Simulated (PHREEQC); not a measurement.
Model water analysis in mg/kgw, 65 °C, pH 3.78, pe 10.9:

| constituent | mg/kgw |
|---|---|
| Na | 281 |
| K | 19.1 |
| Ca | 116 |
| Mg | 58.6 |
| Cl | 243 |
| S(6) as SO4 | 840 |
| Cu(2) | 9.59 |

Valence states are taken as typed.

The numbers come from PHREEQC with the ion-association model, wateq4f.dat.

```yaml
ionic_strength: 0.0290 mol/kgw
total_alkalinity: -0.356 meq/kg
charge_balance_error: -0.9 %
```

```json
[
 {"species": "Na+", "molality": "0.0120", "activity": "0.0101", "log γ": "-0.074"},
 {"species": "Cl-", "molality": "0.00685", "activity": "0.00572", "log γ": "-0.078"},
 {"species": "SO4-2", "molality": "0.00621", "activity": "0.00316", "log γ": "-0.294"},
 {"species": "Ca+2", "molality": "0.00200", "activity": "0.00103", "log γ": "-0.288"},
 {"species": "Mg+2", "molality": "0.00123", "activity": "0.000646", "log γ": "-0.280"},
 {"species": "MgSO4", "molality": "0.00118", "activity": "0.00119", "log γ": "0.003"},
 {"species": "CaSO4", "molality": "0.000895", "activity": "0.000901", "log γ": "0.003"},
 {"species": "K+", "molality": "0.000469", "activity": "0.000392", "log γ": "-0.078"},
 {"species": "NaSO4-", "molality": "0.000236", "activity": "0.000200", "log γ": "-0.072"},
 {"species": "H+", "molality": "0.000191", "activity": "0.000166", "log γ": "-0.062"},
 {"species": "HSO4-", "molality": "0.000163", "activity": "0.000137", "log γ": "-0.075"},
 {"species": "Cu+2", "molality": "0.000102", "activity": "5.34e-5", "log γ": "-0.280"},
 {"species": "CuSO4", "molality": "4.36e-5", "activity": "4.39e-5", "log γ": "0.003"},
 {"species": "KSO4-", "molality": "1.90e-5", "activity": "1.61e-5", "log γ": "-0.072"},
 {"species": "CuCl+", "molality": "5.52e-6", "activity": "4.62e-6", "log γ": "-0.077"}
]
```

No solid was allowed to form. Constants without temperature data keep their 25 °C values here.
